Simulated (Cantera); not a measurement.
Input: 1 mol Zr, 0.015 mol H₂O, held at 0.00180 Torr.

These are equilibrium values from Cantera (NASA tables, ideal gas, pure condensed phases), not measurements of a reactor. Candidate condensed phases: H₂O, Zr, ZrO₂; 12 gas species. Mutual solubility and eutectic melting of coexisting phases are not modelled. Condensed phases not in the tables: N, O or C dissolved in the metal. Kinetics and transport are ignored. All values below are at 1777 °C.

Base state: H 0.710, H₂ 0.235, ZrO 0.0530, Zr 0.00247, ZrO₂ 4.30e-5 (mole fractions); condensed: Zr(β) + ZrO₂(tetragonal).

**Question.** What changes in the equilibrium state with this change: Zr replaced by Ta?

**Answer.** 
```
species                 before     after
---------------------  -------  --------
H                        0.710     0.579
TaO₂                         0     0.182
H₂                       0.235     0.156
TaO                          0    0.0822
ZrO                     0.0530         0
Zr                     0.00247         0
ZrO₂                   4.30e-5         0
O                      2.76e-7  0.000162
OH                     1.27e-7   6.05e-5
H₂O                    3.83e-7  0.000149
Zr(β), mol               0.992         0
ZrO₂(tetragonal), mol  0.00682         0
Ta(s), mol                   0     0.991
```
Further candidate phases: Ta, Ta₂O₅.
